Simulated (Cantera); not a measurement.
A closed system holds: 1 mol Al, 2.1 mol O2, 50 mol H2, held at 2200 K and 0.810 bar.

These are equilibrium values from Cantera (NASA tables, ideal gas, pure condensed phases), not measurements of a reactor. Gases not in the tables: Al(OH)3. Kinetics and transport are ignored.

```json
[
 {"species": "H2", "before": "0.940", "after": "0.929"},
 {"species": "H2O", "before": "0.0538", "after": "0.0534"},
 {"species": "H", "before": "0.00607", "after": "0.0172"},
 {"species": "AlOH", "before": "4.05e-6", "after": "1.14e-5"},
 {"species": "OH", "before": "4.84e-5", "after": "0.000138"},
 {"species": "Al2O3(s), mol", "before": "0.500", "after": "0.500"}
]
```
Gas species are given as mole fractions.

Q: Name the change that produced these shifts.
(A) temperature from 2200 K to 1725 K
(B) temperature from 2200 K to 2148 K
(C) pressure from 0.810 bar to 0.100 bar
(D) temperature from 2200 K to 873 K

A: C, pressure from 0.810 bar to 0.100 bar. The tables' values for AlOH are old estimates; treat these amounts as uncertain
